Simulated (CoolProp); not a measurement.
The fluid at 264.82 K and 0.277 MPa expands adiabatically to 0.0664 MPa with isentropic efficiency 0.8. The same conditions are run with several fluids, on thermodynamics alone (safety and materials aside).

Computed with CoolProp (reference Helmholtz-energy equation of state of each fluid (R507A: Lemmon 2003; R410A: Lemmon 2003; methane: Setzmann 1991; fluorine: de Reuck 1990; oxygen: Schmidt 1985)). Blends and air are pseudo-pure fits.

```
fluid     work (kJ/kg)  final temperature (K)  final density (kg/m³)
--------  ------------  ---------------------  ---------------------
R507A             22.2                  230.7                   3.52
R410A       (withheld)             (withheld)                   2.73
methane            131             (withheld)             (withheld)
fluorine    (withheld)             (withheld)                   1.55
oxygen            64.4                  193.7             (withheld)
```

Problem. Fill in the missing entries.

Solution. 
- R410A, work (kJ/kg): 29.5
- R410A, final temperature (K): 218.9
- methane, final temperature (K): 201.8
- methane, final density (kg/m³): 0.638
- fluorine, work (kJ/kg): 54.6
- fluorine, final temperature (K): 195.6
- oxygen, final density (kg/m³): 1.32
